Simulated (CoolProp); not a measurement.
A single-stage vapour-compression cycle with chloromethane (R40): evaporating at 323.15 K (dew point), condensing at 377.15 K (bubble point), superheat 2 K, subcooling 8 K, compressor efficiency 0.85, no pressure losses. Each further row changes one setting.

Model: reference Helmholtz-energy equation of state, Thol 2014, in CoolProp.

| case | cooling COP | pressure ratio | discharge temperature (K) | refrigerating effect (kJ/kg) | volumetric capacity (kJ/m³) |
|---|---|---|---|---|---|
| as stated | 4.00 | 3.10 | 417.8 | 259 | 6490 |
| evaporating temperature 328.15 K | 4.55 | 2.75 | (withheld) | 261 | (withheld) |
| condensing temperature 372.15 K | 4.54 | 2.83 | 409.6 | 269 | 6740 |
| subcooling 13 K | 4.16 | 3.10 | 417.8 | 269 | (withheld) |
| superheat 12 K | 3.96 | 3.10 | 429.3 | 271 | 6440 |
| compressor efficiency 0.75 | 3.53 | 3.10 | 424.1 | 259 | 6490 |

### Question
Fill in the missing entries.

### Answer

- evaporating temperature 328.15 K, discharge temperature (K): 413.4
- evaporating temperature 328.15 K, volumetric capacity (kJ/m³): 7370
- subcooling 13 K, volumetric capacity (kJ/m³): 6750
